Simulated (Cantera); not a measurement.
Charge: 1 mol SiH2Cl2, 0.32 mol HCl, 210 mol H2, equilibrated at 28000 Pa.

Cantera equilibrium calculation (NASA polynomials, part measured and part estimated; ideal gas, pure solids and liquids). Candidate condensed phases: Si; 19 gas species. Gases not in the tables: Si2H6 and higher silanes. The numbers say what is thermodynamically allowed, not how fast it happens.

Task: Which condensed phases are stable at each of these points (T (K)): 1148, 1198, 1248, 1298, 1348, 1398, 1448, 1498, 1548, 1598, 1648, 1698, 1748?

Result: 
| T (K) | condensed phases | Si condensed (%) |
|---|---|---|
| 1148 | Si(s) | 85.8 |
| 1198 | Si(s) | 89.9 |
| 1248 | Si(s) | 91.8 |
| 1298 | Si(s) | 92.6 |
| 1348 | Si(s) | 92.8 |
| 1398 | Si(s) | 92.8 |
| 1448 | Si(s) | 92.7 |
| 1498 | Si(s) | 92.5 |
| 1548 | Si(s) | 92.3 |
| 1598 | Si(s) | 92.1 |
| 1648 | Si(s) | 91.8 |
| 1698 | Si(l) | 91.5 |
| 1748 | Si(l) | 91.8 |

From 1148 K to 1648 K the condensed part is Si(s). From 1698 K to 1748 K the condensed part is Si(l).
